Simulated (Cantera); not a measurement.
An isothermal, constant-pressure homogeneous reactor starts with CH4 : H2 = 1 : 1.7 (molar parts), at 1775 K and 1.00 bar.

Cantera simulation using GRI-Mech 3.0 (53 species, 325 reactions); the numbers are that mechanism's predictions, not measurements. GRI-Mech 3.0 stops at C3 and has no aromatics, soot or wall deposition, so with more carbon than oxygen in the feed, carbon stays in small species such as C2H2 where larger ones or solid carbon would form.

x: mole fraction; the columns are a selection and need not sum to one.

```
t (s)      x CH4   x H2     x CH3     x CH2     x C2H    x C2H6
--------  ------  -----  --------  --------  --------  --------
2.00e-6    0.370  0.630   7.73e-5  6.77e-10    <1e-12   3.45e-8
9.71e-6    0.370  0.630  0.000371   1.86e-8    <1e-12   3.79e-6
4.72e-5    0.368  0.630   0.00131   2.20e-7  6.67e-12  0.000184
0.000229   0.357  0.636   0.00189   4.48e-7         ?  0.000590
0.00111    0.308  0.668   0.00165   4.00e-7         ?  0.000448
0.00540    0.184  0.747   0.00103   2.68e-7         ?  0.000167
0.0262    0.0623  0.824  0.000377   1.15e-7         ?   2.25e-5
0.127     0.0216  0.850  0.000137   4.72e-8   3.08e-7   4.22e-6
0.618     0.0194  0.852  0.000124   4.31e-8   3.11e-7   3.72e-6
3.00      0.0194  0.852  0.000124   4.31e-8   3.11e-7   3.72e-6
```

Q: Some entries are withheld; supply them.

A: 
- 0.000229, x C2H: 2.06e-9
- 0.00111, x C2H: 3.61e-8
- 0.00540, x C2H: 1.42e-7
- 0.0262, x C2H: 2.59e-7
